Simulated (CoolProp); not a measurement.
A Linde-Hampson liquefier for normal hydrogen: isothermal reversible compression at 290 K from 1 atm to 25 MPa, throttling to 1 atm, return gas leaving the recuperator 5 K below the feed. Each further row changes one setting.

The numbers come from the reference Helmholtz-energy equation of state, Leachman 2009 in CoolProp.

| case | compression work (kJ/kg of gas) |
|---|---|
| as stated | 6770 |
| high pressure 50 MPa | 7790 |
| warm-end temperature 320 K | 7460 |
| warm-end gap 10 K | 6770 |
